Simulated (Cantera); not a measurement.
An isothermal, constant-pressure homogeneous reactor starts with 2.69 % H2, 86.9 % O2, 10.4 % N2, equivalence ratio 0.015, at 1450 K and 0.00550 bar.

Detailed kinetics in Cantera: the H2/O2 subset of GRI-Mech 3.0, which has no nitrogen chemistry. Radical loss at walls, strong at low pressure, is not modelled.

**Question.** Predict: x(H2) at 9.00 s; x(O2) at 9.00 s; x(O) at 9.00 s; x(H2O) at 9.00 s; x(H) at 9.00 s; x(OH) at 9.00 s.

**Answer.** 
| Quantity | Value |
|---|---|
| x(H2) at 9.00 s | 1.05e-5 (gas-phase equilibrium 3.76e-7) |
| x(O2) at 9.00 s | 0.866 (gas-phase equilibrium 0.867) |
| x(O) at 9.00 s | 0.000718 (gas-phase equilibrium 2.54e-5) |
| x(H2O) at 9.00 s | 0.0269 (gas-phase equilibrium 0.0272) |
| x(H) at 9.00 s | 1.18e-5 (gas-phase equilibrium 7.87e-8) |
| x(OH) at 9.00 s | 0.000722 (gas-phase equilibrium 0.000137) |
